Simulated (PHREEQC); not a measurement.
# Brine: speciation

Make-up at 25 °C: 0.21 mol/kgw H2SO4, 0.06 mol/kgw Na2SO4 and 0.085 mol/kgw MgCl2. Closed to the air; pH follows from the charge balance.

Equilibrium calculation in PHREEQC: Pitzer model, pitzer.dat.

This is a speciation only: nothing precipitates in the calculation.

### Question
What pH, activity of water, osmotic coefficient does the model give?

### Answer
pH 0.72; activity of water 0.986; osmotic coefficient 0.875.

### Question
In which forms is S present?

### Answer
HSO4- 65 %, SO4-2 35 % of the S.
